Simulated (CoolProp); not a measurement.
A simple Rankine cycle with sulfur dioxide: condensing at 329.15 K, boiler at 6.62 MPa, turbine inlet 460.2 K, turbine efficiency 0.6, pump efficiency 0.7, no recuperator. Each further row changes one setting.

Values from CoolProp's reference Helmholtz-energy equation of state, Gao 2016.

```json
[
 {"case": "as stated", "thermal efficiency (%)": "10.2", "net work (kJ/kg)": "36.9", "heat in (kJ/kg)": "362", "turbine exit temperature (K)": "332.9", "volume ratio over the turbine": "5.86"},
 {"case": "turbine inlet 480.2 K", "thermal efficiency (%)": "10.7", "net work (kJ/kg)": "41.1", "heat in (kJ/kg)": "385", "turbine exit temperature (K)": "356.1", "volume ratio over the turbine": "5.80"},
 {"case": "condensing temperature 321.15 K", "thermal efficiency (%)": "(withheld)", "net work (kJ/kg)": "41.3", "heat in (kJ/kg)": "373", "turbine exit temperature (K)": "322.1", "volume ratio over the turbine": "7.17"},
 {"case": "boiler pressure 4.63 MPa", "thermal efficiency (%)": "9.3", "net work (kJ/kg)": "35.9", "heat in (kJ/kg)": "387", "turbine exit temperature (K)": "364.6", "volume ratio over the turbine": "(withheld)"},
 {"case": "turbine efficiency 0.5", "thermal efficiency (%)": "8.2", "net work (kJ/kg)": "(withheld)", "heat in (kJ/kg)": "362", "turbine exit temperature (K)": "(withheld)", "volume ratio over the turbine": "(withheld)"}
]
```

What belongs in the gaps?


- condensing temperature 321.15 K, thermal efficiency (%): 11.1
- boiler pressure 4.63 MPa, volume ratio over the turbine: 4.14
- turbine efficiency 0.5, net work (kJ/kg): 29.7
- turbine efficiency 0.5, turbine exit temperature (K): 341.4
- turbine efficiency 0.5, volume ratio over the turbine: 6.10
